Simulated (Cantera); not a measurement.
A perfectly stirred reactor is fed with CH4 : H2 : O2 : N2 = 1 : 0.07 : 2.31 : 8.7 (molar parts), equivalence ratio 0.88, at 0.760 bar; it is adiabatic with a 425 K inlet, and is followed from long to short residence time, starting on the burning branch (τ in s: 0.25, 0.085, 0.029, 0.0098, 0.0033, 0.0011, 0.00038, 0.00013, 4.4e-05, 1.5e-05).

Computed with Cantera and GRI-Mech 3.0 (53 species, 325 reactions).

Q: What does this change do: pressure from 0.760 bar to 10.0 bar?

A: 
```tsv
quantity	before	after
blow-out, bracketed by the residence times tried	burning at 0.130 ms, out at 44.0 µs	burning at 44.0 µs, out at 15.0 µs
x(CH4) at τ = 0.250 s	1.69e-6	2.96e-7
x(H2) at τ = 0.250 s	0.00150	0.000459
x(O2) at τ = 0.250 s	0.0234	0.0216
x(CO2) at τ = 0.250 s	0.0790	0.0817
x(CH3) at τ = 0.250 s	7.56e-7	1.28e-7
x(CH4) at τ = 1.10 ms	0.000112	4.19e-5
x(H2) at τ = 1.10 ms	0.00824	0.00115
x(O2) at τ = 1.10 ms	0.0328	0.0242
x(CO2) at τ = 1.10 ms	0.0635	0.0792
x(CH3) at τ = 1.10 ms	3.36e-5	1.79e-5
```
